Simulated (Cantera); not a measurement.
Premixed flame

A freely propagating, adiabatic, planar premixed flame of CH4 : C2H6 : O2 : N2 = 1 : 0.06 : 2.23 : 8.39 (molar parts), equivalence ratio 0.99, unburnt at 675 K and 10.0 bar; multicomponent+Soret transport, grid criteria slope 0.08 and curve 0.16, no radiation.

Computed with Cantera and GRI-Mech 3.0 (53 species, 325 reactions). Burning velocities carry a grid error of a few per cent, more on coarse grids.

```tsv
z (mm)	T (K)	u (m/s)	x CH4	x C2H6	x O2	x CH2O	x O	x CO2
-0.168	676	0.758	0.0854	0.00513	0.191	1.22e-6	<1e-8	3.90e-6
-0.112	682	0.765	0.0847	0.00513	0.190	8.40e-6	<1e-8	2.78e-5
-0.0839	698	0.784	0.0832	0.00511	0.189	3.69e-5	<1e-8	0.000129
-0.0560	781	0.881	0.0771	0.00498	0.183	0.000247	<1e-8	0.000959
-0.0280	1183	1.35	0.0529	0.00361	0.145	0.00145	2.40e-6	0.00811
-0.0140	1590	1.83	0.0285	0.00165	0.102	0.00158	4.65e-5	0.0189
0	1994	2.31	0.00581	9.39e-5	0.0537	0.000582	0.000456	0.0359
0.0140	2180	2.51	0.000260	1.58e-7	0.0284	6.31e-5	0.00148	0.0532
0.0280	2258	2.59	6.29e-6	<1e-8	0.0204	2.15e-6	0.00170	0.0640
0.0560	2343	2.67	<1e-8	<1e-8	0.0151	<1e-8	0.00125	0.0730
0.112	2415	2.75	<1e-8	<1e-8	0.0115	<1e-8	0.000747	0.0786
0.224	2460	2.79	<1e-8	<1e-8	0.00915	<1e-8	0.000480	0.0822
0.448	2476	2.80	<1e-8	<1e-8	0.00823	<1e-8	0.000397	0.0837
```
x: mole fraction of selected species; z is measured from the peak of heat release.

```yaml
laminar_burning_velocity: 75.6 cm/s
thermal_thickness: 0.0560 mm
peak x(CH2O): 0.00172
peak x(O): 0.00172
grid_points: 136
```
